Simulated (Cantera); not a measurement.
An adiabatic, constant-volume homogeneous reactor starts with C2H4 : O2 : N2 : CO2 = 1 : 1.36 : 5.13 : 0.3 (molar parts), at 1475 K and 165 Torr. Integrator tolerance rtol = 1e-08.

Model: GRI-Mech 3.0 (53 species, 325 reactions), integrated in Cantera. GRI-Mech 3.0 was tuned for natural gas; its chemistry of ethylene as a main component is partial and can be far from experiment.

```
quantity                                                              before                                      after
---------------------------------  -----------------------------------------  -----------------------------------------
time of steepest temperature rise                                   0.130 ms                                    31.9 µs
temperature at 6.00 s                                                 2772 K                                     2882 K
equilibrium temperature                                               2772 K                                     2882 K
x(C2H4) at 6.00 s                      <1e-12 (gas-phase equilibrium <1e-12)      <1e-12 (gas-phase equilibrium <1e-12)
x(O2) at 6.00 s                    0.000341 (gas-phase equilibrium 0.000341)  0.000171 (gas-phase equilibrium 0.000171)
x(CO2) at 6.00 s                       0.0212 (gas-phase equilibrium 0.0212)      0.0209 (gas-phase equilibrium 0.0209)
x(H2) at 6.00 s                          0.112 (gas-phase equilibrium 0.112)        0.116 (gas-phase equilibrium 0.116)
x(CH3) at 6.00 s                   6.50e-12 (gas-phase equilibrium 7.33e-12)  7.08e-11 (gas-phase equilibrium 7.89e-11)
x(NO) at 6.00 s                      0.00117 (gas-phase equilibrium 0.00117)  0.000971 (gas-phase equilibrium 0.000971)
x(C2H2) at 6.00 s                      <1e-12 (gas-phase equilibrium <1e-12)      <1e-12 (gas-phase equilibrium <1e-12)
```

### Question
Name the change that produced these shifts.
(A) pressure from 165 Torr to 750 Torr
(B) initial temperature 1475 to 1375 K
(C) initial temperature 1475 to 1750 K
(D) initial temperature 1475 to 1175 K

### Answer
A, pressure from 165 Torr to 750 Torr
